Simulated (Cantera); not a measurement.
An isothermal, constant-pressure homogeneous reactor starts with 56.8 % N2O, 43.2 % N2, at 1175 K and 750 Torr.

Cantera simulation using GRI-Mech 3.0 (53 species, 325 reactions); the numbers are that mechanism's predictions, not measurements. GRI-Mech 3.0 was tuned for natural gas; its chemistry of N2O as a main component is partial and can be far from experiment. The mechanism lacks the step 2 NO + O2 → 2 NO2, which can matter for NO2 below about 1400 K. The temperature is held fixed by assumption; the heat of reaction is taken as removed at once.

x: mole fraction; the columns are a selection and need not sum to one.

```
t (s)       x N2O      x O   x N2     x NO2      x NO      x O2
--------  -------  -------  -----  --------  --------  --------
3.00e-5     0.568  1.08e-6  0.432  2.20e-12   3.75e-7   1.79e-6
0.000133    0.568  1.16e-6  0.432  8.62e-11   2.35e-6   1.12e-5
0.000591    0.568  1.16e-6  0.432   1.94e-9   1.12e-5   5.33e-5
0.00262     0.567  1.16e-6  0.432   3.80e-8   5.03e-5  0.000240
0.0116      0.565  1.16e-6  0.434   6.47e-7  0.000223   0.00107
0.0516      0.555  1.15e-6  0.439   7.41e-6  0.000971   0.00467
0.229       0.513  1.10e-6  0.464       ___       ___       ___
1.02        0.372  9.31e-7  0.545  0.000158    0.0137    0.0696
4.51          ___      ___    ___       ___    0.0271       ___
20.0      0.00499  3.34e-8  0.761  0.000402    0.0294     0.204
```

**Question.** Fill in the missing entries.

**Answer.** 
- 0.229, x NO2: 4.32e-5
- 0.229, x NO: 0.00402
- 0.229, x O2: 0.0196
- 4.51, x N2O: 0.124
- 4.51, x O: 4.71e-7
- 4.51, x N2: 0.689
- 4.51, x NO2: 0.000321
- 4.51, x O2: 0.159
